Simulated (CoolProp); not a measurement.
Values from CoolProp's reference Helmholtz-energy equation of state, Thol 2014.

Task: For chloromethane (R40), give the phase and the density (kg/m³), Joule-Thomson coefficient (K/MPa), expansivity (1/kK), fugacity coefficient at 226.85 °C and 1.24 MPa; 226.85 °C and 2.47 MPa.

Result: 
- 226.85 °C and 1.24 MPa: gas; density 15.6, Joule-Thomson coefficient 7.67, expansivity 2.27, fugacity coefficient 0.964
- 226.85 °C and 2.47 MPa: gas; density 32.4, Joule-Thomson coefficient 7.67, expansivity 2.59, fugacity coefficient 0.930
